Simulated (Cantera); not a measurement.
Input: 1 mol Cu2O, 6.9 mol C, 2.2 mol H2, equilibrated at 970 Pa.

Method: chemical equilibrium by Gibbs-energy minimisation in Cantera with the NASA 1993 tables (ideal gas, pure condensed phases). Candidate condensed phases: C, C6H6, C7H8, C8H18, Cu, CuO, Cu(OH)2, Cu2O, H2O; 113 gas species. Equilibrium is a limit: real reactors are often held back by kinetics, nucleation or transport. All values below are at 2248 K.

Base state: H2 0.389, Cu 0.375, CO 0.188, H 0.0465, C2H2 (acetylene) 0.00129, Cu2 0.000356 (mole fractions); condensed: C(graphite).

**Question.** What changes in the equilibrium state with this change: Cu2O replaced by CuO?

**Answer.** 
| species | before | after |
|---|---|---|
| H2 | 0.389 | 0.483 |
| CO | 0.188 | 0.232 |
| Cu | 0.375 | 0.232 |
| H | 0.0465 | 0.0518 |
| Cu2 | 0.000356 | 0.000136 |
| C2H2 (acetylene) | 0.00129 | 0.00160 |
| C(graphite), mol | 5.89 | 5.89 |
